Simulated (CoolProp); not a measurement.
The fluid at 293.15 K and 0.012 MPa expands adiabatically to 0.00168 MPa with isentropic efficiency 0.85. The same conditions are run with several fluids, on thermodynamics alone (safety and materials aside).

Computed with CoolProp (reference Helmholtz-energy equation of state of each fluid (n-perfluoropentane: Gao 2022; sulfur dioxide: Gao 2016; R1233zd(E): Akasaka 2022; carbon monoxide: Lemmon 2006)).

```tsv
fluid	work (kJ/kg)	final temperature (K)	final density (kg/m³)
n-perfluoropentane	?	275.5	?
sulfur dioxide	?	205.9	0.0629
R1233zd(E)	28.6	253.6	0.104
carbon monoxide	111	?	0.0304
```

Problem. Some entries are withheld; supply them.

Solution. 
- n-perfluoropentane, work (kJ/kg): 13.6
- n-perfluoropentane, final density (kg/m³): 0.211
- sulfur dioxide, work (kJ/kg): 51.8
- carbon monoxide, final temperature (K): 186.1
